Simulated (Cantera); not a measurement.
Cantera run:

```python
import numpy as np
import cantera as ct

gas_names = """
    CL CLO CL2 H HCL HNO HNO2 HNO3 HOCL HO2 H2 H2O H2O2 Mg MgCL MgCL2 MgH MgN MgO MgOH MgO2H2 Mg2 N NH
    NH2 NH3 NH2OH NO NO2 NO3 N2 N2H2 N2H4 N2O O OH O2 O3
""".split()
cond_names = """
    H2O(s) H2O(L) Mg(cr) Mg(L) MgCL2(s) MgCL2(L) MgO(s) MgO(L) MgO2H2(s) NH4CL(a) NH4CL(b)
""".split()


# ... load() reads the species with a 1 bar reference pressure and builds the phases ...
atoms = {
    'MgCl2': {'Mg': 1, 'CL': 2},
    'H2O': {'H': 2, 'O': 1},
    'N2': {'N': 2},
}
top_T = {}  # K; cautious upper limits of use, not melting points


# ... equilibrate(T, P, feed) seeds the gas with the atoms and calls Mixture.equilibrate('TP', solver="vcs", rtol=1e-11, max_steps=5000) ...
results = []
T = 1875  # K
P = 0.1  # Pa
for m in [0.2, 0.31, 0.49, 0.76, 1.2, 1.9, 2.9, 4.5, 7.1]:
    feed = {'MgCl2': 1, 'H2O': m, 'N2': 0.36}  # mol
    mix = equilibrate(T, P, feed)
    results.append((T, P, feed, dict(zip(mix.species_names, mix.species_moles))))

top = {s: max(r[3][s] / sum(r[3][g] for g in gas_names) for r in results) for s in gas_names}
cols = sorted((s for s in top if top[s] > 0.001), key=lambda s: -top[s])[:9]
seen = [c for c in cond_names if any(r[3].get(c, 0) > 1e-12 for r in results)]
print("log10 of partial pressures in bar; condensed amounts in mol")
print(f"{'n(H2O)':>10s}" + "".join(f"{s[:9]:>10s}" for s in cols + seen))
for T, P, feed, n in results:
    ng = sum(n[g] for g in gas_names)
    print(f"{feed['H2O']:10.4g}" + "".join(f"{np.log10(max(n[s] / ng * P / 1e5, 1e-99)):10.3f}" for s in cols)
          + "".join(f"{n.get(c, 0):10.4g}" for c in seen))
```

Output:

```
log10 of partial pressures in bar; condensed amounts in mol
    n(H2O)        CL        Mg       H2O         H       HCL        H2        N2        O2         O
       0.2    -6.316    -6.571    -8.472    -7.422    -7.250    -8.476    -7.003    -7.946    -7.592
      0.31    -6.353    -6.589    -8.068    -7.268    -7.133    -8.168    -7.024    -7.754    -7.496
      0.49    -6.406    -6.618    -7.698    -7.125    -7.043    -7.883    -7.055    -7.586    -7.412
      0.76    -6.470    -6.658    -7.398    -7.007    -6.990    -7.647    -7.096    -7.455    -7.346
       1.2    -6.554    -6.716    -7.140    -6.905    -6.971    -7.444    -7.156    -7.347    -7.293
       1.9    -6.656    -6.794    -6.933    -6.823    -6.991    -7.279    -7.236    -7.264    -7.251
       2.9    -6.767    -6.885    -6.786    -6.763    -7.043    -7.159    -7.329    -7.207    -7.222
       4.5    -6.899    -7.000    -6.669    -6.716    -7.127    -7.064    -7.445    -7.163    -7.201
       7.1    -7.052    -7.139    -6.581    -6.680    -7.244    -6.992    -7.585    -7.132    -7.185
```

Method: chemical equilibrium by Gibbs-energy minimisation in Cantera with the NASA 1993 tables (ideal gas, pure condensed phases).
